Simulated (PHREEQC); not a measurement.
## City or well water: speciation

Synthetic water in mg/kgw, 25 °C, pH 7.59, pe 2.2:

```json
[
 {"constituent": "Na", "mg/kgw": "21"},
 {"constituent": "K", "mg/kgw": "1.89"},
 {"constituent": "Ca", "mg/kgw": "52.6"},
 {"constituent": "Mg", "mg/kgw": "11.6"},
 {"constituent": "Cl", "mg/kgw": "20.3"},
 {"constituent": "S(6) as SO4", "mg/kgw": "139"},
 {"constituent": "Alkalinity as HCO3", "mg/kgw": "72.7"},
 {"constituent": "Zn", "mg/kgw": "0.416"},
 {"constituent": "Sr", "mg/kgw": "8.76"}
]
```

Valence states are taken as typed.

All values are PHREEQC results (ion-association model, phreeqc.dat), not measurements.

```yaml
ionic_strength: 0.00719 mol/kgw
specific_conductance: 484 µS/cm
charge_balance_error: 1.1 %
```

| species | molality | activity | log γ |
|---|---|---|---|
| SO4-2 | 0.00124 | 0.000876 | -0.152 |
| Ca+2 | 0.00117 | 0.000826 | -0.151 |
| HCO3- | 0.00116 | 0.00106 | -0.038 |
| Na+ | 0.000909 | 0.000832 | -0.038 |
| Cl- | 0.000573 | 0.000523 | -0.039 |
| Mg+2 | 0.000412 | 0.000293 | -0.149 |
| CaSO4 | 0.000128 | 0.000129 | 0.001 |

No solid was allowed to form. The database's zinc carbonate complexes are estimates, stronger than later reviews accept.
